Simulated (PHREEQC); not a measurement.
2.3 g of hydrous ferric oxide (600 m²/g; 0.2 weak and 0.005 strong sites per Fe, Dzombak-Morel constants, diffuse double layer) in 1 kg of water with 0.005 mol/kgw of an inert sodium salt, at 25 °C; the pH is set by adding NaOH or the inert anion's acid. Oxygen is held at 0.21 atm. CO2 from the air is kept out. Nothing may precipitate in this run.

Equilibrium calculation in PHREEQC: ion-association model, wateq4f.dat.

```tsv
pH	surface charge σ (C/m²)	surface potential ψ (mV)
3	0.314	209
3.5	[?]	203
4	0.194	191
4.5	0.138	175
5	0.094	157
5.5	[?]	[?]
6	0.038	113
6.5	0.023	[?]
7	0.013	62
7.5	0.006	34
8	0.001	6
8.5	-0.004	-22
9	-0.009	-50
```

Problem. What belongs in the gaps?

Solution. 
- 3.5, surface charge σ (C/m²): 0.257
- 5.5, surface charge σ (C/m²): 0.061
- 5.5, surface potential ψ (mV): 136
- 6.5, surface potential ψ (mV): 88

Complexes and solids missing from the database can't appear. The oxide is taken as insoluble; below pH 4 it would dissolve.
